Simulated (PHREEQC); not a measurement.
Dissolve 0.013 mol/kgw K2SO4 at 25 °C. Closed to the air; pH follows from the charge balance.

Computed with PHREEQC (ion-association model, phreeqc.dat).

Precipitation was switched off in this run.

Q: What specific conductance does the model give?

A: specific conductance 3150 µS/cm.

Q: In which forms is S present?

A: SO4-2 92 %, KSO4- 8.0 % of the S.
